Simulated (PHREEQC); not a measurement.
Consider water at 60 °C with 0.28 mol/kgw CdCl2, 9.1e-05 mol/kgw H3BO3 and 0.0032 mol/kgw FeSO4. It is in equilibrium with CO2 at log p = -3.5 (atm). Otherwise closed; pH follows from the charge balance.

All values are PHREEQC results (ion-association model, wateq4f.dat), not measurements.

Each row changes one thing in this solution. This is a speciation only: nothing precipitates in the calculation.

```tsv
case	pH	ionic strength (mol/kgw)	Fe+2 (mol/kgw)	SO4-2 (mol/kgw)	FeSO4 (mol/kgw)	CO2 (mol/kgw)	SI of Siderite (FeCO3)	SI of Melanterite (FeSO4:7H2O)
as made	5.06	0.260	0.00287	0.00187	0.000110	4.90e-6	-3.61	-4.59
0.021 mol/kgw NaAlO2 added	6.81	0.282	0.00286	0.00187	0.000102	___	___	-4.62
H3BO3 replaced by Pb(BF4)2 at the same molality	3.63	0.261	0.00287	0.00185	0.000108	4.90e-6	-6.48	-4.59
CdCl2 left out	5.60	___	0.00241	0.00241	___	5.19e-6	-2.23	-3.73
temperature from 60 to 80 °C	4.98	0.259	0.00286	0.00186	0.000129	3.76e-6	-3.84	___
```

Q: Fill in the missing entries.

A: 
- 0.021 mol/kgw NaAlO2 added, CO2 (mol/kgw): 4.87e-6
- 0.021 mol/kgw NaAlO2 added, SI of Siderite (FeCO3): -0.12
- CdCl2 left out, ionic strength (mol/kgw): 0.00964
- CdCl2 left out, FeSO4 (mol/kgw): 0.000790
- temperature from 60 to 80 °C, SI of Melanterite (FeSO4:7H2O): -4.76

Some of these states are supersaturated (in Otavite, Al(OH)3(a), for instance). Away from 25 °C the constants follow the database's enthalpies or fits; those with neither stay at their 25 °C values.
